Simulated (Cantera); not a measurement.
A perfectly stirred reactor is fed with 2.49 % CO, 1.05 % O2, 0.00956 % H2O, 95.6 % N2, 0.813 % CH4, at 4.90 bar; it is held at 1325 K, and followed from long to short residence time.

Detailed kinetics in Cantera: GRI-Mech 3.0 (53 species, 325 reactions).

x: mole fraction; the columns are a selection and need not sum to one.

```json
[
 {"τ (s)": "3.0", "x CO": "0.0222", "x O2": "0.000457", "x H2O": "0.00709", "x H2O2": "2.38e-10", "x NO": "6.78e-10"},
 {"τ (s)": "0.67", "x CO": "0.0235", "x O2": "…", "x H2O": "0.00739", "x H2O2": "8.27e-10", "x NO": "…"},
 {"τ (s)": "0.15", "x CO": "0.0247", "x O2": "0.00210", "x H2O": "0.00705", "x H2O2": "2.94e-9", "x NO": "2.18e-9"},
 {"τ (s)": "0.033", "x CO": "0.0248", "x O2": "0.0102", "x H2O": "…", "x H2O2": "…", "x NO": "3.28e-12"},
 {"τ (s)": "0.0074", "x CO": "0.0249", "x O2": "0.0105", "x H2O": "0.000116", "x H2O2": "2.08e-10", "x NO": "<1e-12"},
 {"τ (s)": "0.0017", "x CO": "0.0249", "x O2": "0.0105", "x H2O": "9.85e-5", "x H2O2": "9.86e-11", "x NO": "<1e-12"},
 {"τ (s)": "0.00037", "x CO": "0.0249", "x O2": "0.0105", "x H2O": "9.60e-5", "x H2O2": "6.39e-11", "x NO": "<1e-12"}
]
```

Question: What belongs in the gaps?

Answer: 
- 0.67, x O2: 0.000979
- 0.67, x NO: 1.32e-9
- 0.033, x H2O: 0.000420
- 0.033, x H2O2: 1.02e-9
